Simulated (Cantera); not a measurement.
Charge: 1 mol Si2Cl6, 0.018 mol HCl, 59 mol H2, at 0.220 bar.

Method: chemical equilibrium by Gibbs-energy minimisation in Cantera with the NASA 1993 tables (ideal gas, pure condensed phases). Candidate condensed phases: Si; 19 gas species. The feed counts by its element totals alone. The tables' values for SiCl3, SiCl are old estimates; treat these amounts as uncertain. Gases not in the tables: Si2H6 and higher silanes. Rates play no part.

log p: log10 of the partial pressure in bar; n: condensed amount in mol.

```json
[
 {"T (K)": "1298", "log p H2": "-0.69", "log p HCl": "-1.94", "log p SiCl2": "-2.77", "log p SiCl4": "-3.09", "log p SiHCl3": "(withheld)", "n Si(s)": "0.966", "n Si(l)": "0"},
 {"T (K)": "1348", "log p H2": "-0.69", "log p HCl": "-1.90", "log p SiCl2": "-2.66", "log p SiCl4": "-3.33", "log p SiHCl3": "(withheld)", "n Si(s)": "1.00", "n Si(l)": "0"},
 {"T (K)": "1398", "log p H2": "-0.69", "log p HCl": "-1.88", "log p SiCl2": "-2.59", "log p SiCl4": "-3.61", "log p SiHCl3": "(withheld)", "n Si(s)": "1.02", "n Si(l)": "0"},
 {"T (K)": "1448", "log p H2": "-0.69", "log p HCl": "-1.86", "log p SiCl2": "-2.54", "log p SiCl4": "-3.92", "log p SiHCl3": "(withheld)", "n Si(s)": "1.02", "n Si(l)": "0"},
 {"T (K)": "1498", "log p H2": "-0.69", "log p HCl": "-1.86", "log p SiCl2": "-2.51", "log p SiCl4": "-4.22", "log p SiHCl3": "(withheld)", "n Si(s)": "1.02", "n Si(l)": "0"},
 {"T (K)": "1548", "log p H2": "-0.69", "log p HCl": "-1.85", "log p SiCl2": "-2.49", "log p SiCl4": "-4.52", "log p SiHCl3": "(withheld)", "n Si(s)": "1.01", "n Si(l)": "0"},
 {"T (K)": "1598", "log p H2": "-0.69", "log p HCl": "-1.85", "log p SiCl2": "-2.47", "log p SiCl4": "-4.81", "log p SiHCl3": "(withheld)", "n Si(s)": "0.997", "n Si(l)": "0"},
 {"T (K)": "1648", "log p H2": "-0.69", "log p HCl": "-1.85", "log p SiCl2": "-2.46", "log p SiCl4": "-5.09", "log p SiHCl3": "(withheld)", "n Si(s)": "0.986", "n Si(l)": "0"},
 {"T (K)": "1698", "log p H2": "-0.69", "log p HCl": "-1.85", "log p SiCl2": "-2.46", "log p SiCl4": "-5.35", "log p SiHCl3": "(withheld)", "n Si(s)": "0", "n Si(l)": "0.982"},
 {"T (K)": "1748", "log p H2": "-0.69", "log p HCl": "-1.84", "log p SiCl2": "-2.47", "log p SiCl4": "-5.60", "log p SiHCl3": "(withheld)", "n Si(s)": "0", "n Si(l)": "1.02"}
]
```

Problem. Some entries are withheld; supply them.

Solution. 
- 1298, log p SiHCl3: -3.18
- 1348, log p SiHCl3: -3.37
- 1398, log p SiHCl3: -3.58
- 1448, log p SiHCl3: -3.81
- 1498, log p SiHCl3: -4.05
- 1548, log p SiHCl3: -4.28
- 1598, log p SiHCl3: -4.50
- 1648, log p SiHCl3: -4.71
- 1698, log p SiHCl3: -4.91
- 1748, log p SiHCl3: -5.11
